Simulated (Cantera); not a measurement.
# Premixed flame

A freely propagating, adiabatic, planar premixed flame of 10.7 % CO, 0.470 % H₂, 8.22 % CH₄, 17.0 % O₂, 63.6 % N₂, equivalence ratio 1.3, unburnt at 575 K and 9.67 atm; mixture-averaged transport, grid criteria slope 0.08 and curve 0.16, no radiation.

Model: GRI-Mech 3.0 (53 species, 325 reactions), integrated in Cantera. Burning velocities carry a grid error of a few per cent, more on coarse grids.

```
z (mm)   T (K)  u (m/s)    x CO     x H₂     x CH₄   x H₂O₂       x H    x C₂H₆
-------  -----  -------  ------  -------  --------  -------  --------  --------
-0.164     576    0.639   0.107  0.00608    0.0820  1.83e-7     <1e-8   1.17e-7
-0.109     581    0.645   0.106  0.00782    0.0816  1.01e-6     <1e-8   8.23e-7
-0.0818    599    0.666   0.106  0.00990    0.0804  4.30e-6     <1e-8   5.08e-6
-0.0545    698    0.781   0.106   0.0136    0.0750  2.37e-5   1.54e-8   5.24e-5
-0.0273   1155     1.30   0.109   0.0191    0.0508  7.30e-5   1.96e-5  0.000506
-0.0136   1577     1.79   0.113   0.0219    0.0275  1.93e-5  0.000246  0.000666
0         1972     2.23   0.114   0.0227   0.00669  3.54e-6   0.00170   9.17e-5
0.0136    2158     2.42   0.103   0.0206  0.000555  1.02e-6   0.00386   7.07e-7
0.0273    2224     2.48  0.0926   0.0198   2.89e-5  5.63e-7   0.00451     <1e-8
0.0545    2284     2.53  0.0849   0.0200   1.58e-7  3.30e-7   0.00376     <1e-8
0.109     2331     2.58  0.0827   0.0201     <1e-8  1.75e-7   0.00240     <1e-8
0.218     2360     2.61  0.0822   0.0199     <1e-8  7.46e-8   0.00137     <1e-8
0.436     2372     2.62  0.0820   0.0198     <1e-8  3.21e-8  0.000840     <1e-8
```
x: mole fraction of selected species; z is measured from the peak of heat release.

```json
{
 "laminar_burning_velocity": "63.6 cm/s",
 "thermal_thickness": "0.0545 mm",
 "peak x(H₂O₂)": "7.35e-5",
 "peak x(H)": "0.00451",
 "peak x(C₂H₆)": "0.000712",
 "grid_points": "140"
}
```
